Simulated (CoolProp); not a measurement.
Vapour-liquid equilibrium of acetone (1) + toluene (2) at 0.445 MPa; x and y are mole fractions of (1).

The numbers come from the multi-fluid Helmholtz-energy mixture model, Lemmon 2006 and Lemmon 2006; pair parameters Bell 2016 in CoolProp.

Q: Give the bubble temperature and the first vapour's composition at x = 0.05, 0.2, 0.95. Is there an azeotrope?

A: x = 0.05: 163.5 °C, y = 0.190; x = 0.2: 144.9 °C, y = 0.519; x = 0.95: 108.6 °C, y = 0.982. No azeotrope shows between x = 0.05 and 0.95.

The pair parameters rest on a limited set of measurements; away from them the model extrapolates.
